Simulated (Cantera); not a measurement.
Feed: 1 mol (CH3)2SiCl2, 0.0056 mol C2H4, 710 mol H2, held at 1398.15 K.

These are equilibrium values from Cantera (NASA tables, ideal gas, pure condensed phases), not measurements of a reactor. Candidate condensed phases: C, C6H6, C7H8, C8H18, Si, SiC; 109 gas species. The feed counts by its element totals alone. Rates play no part.

Problem. Which condensed phases are stable at each of these points (P (Pa)): 100, 320, 1000, 3200, 10000, 32000, 100000?

Solution. 
| P (Pa) | condensed phases | Si condensed (%) |
|---|---|---|
| 100 | C(graphite) + SiC(s) | 100.0 |
| 320 | C(graphite) + SiC(s) | 100.0 |
| 1000 | C(graphite) + SiC(s) | 100.0 |
| 3200 | C(graphite) + SiC(s) | 100.0 |
| 10000 | C(graphite) + SiC(s) | 100.0 |
| 32000 | C(graphite) + SiC(s) | 100.0 |
| 100000 | SiC(s) | 100.0 |

From 1.00 mbar to 0.320 bar the condensed part is C(graphite) + SiC(s). At 1.00 bar the condensed part is SiC(s).
